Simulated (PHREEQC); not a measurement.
Make-up at 25 °C: 31 mmol/kgw HF and 0.12 mmol/kgw NaOH. Closed to the air; pH follows from the charge balance.

Computed with PHREEQC (ion-association model, phreeqc.dat).

Precipitation was switched off in this run.

Task: Order these F species by the share of F that they hold, largest first: F-, HF2-, HF.

Result: HF (83 %), F- (14 %), HF2- (2.8 %)

The pH is 2.37 and the ionic strength 0.00473 mol/kgw.
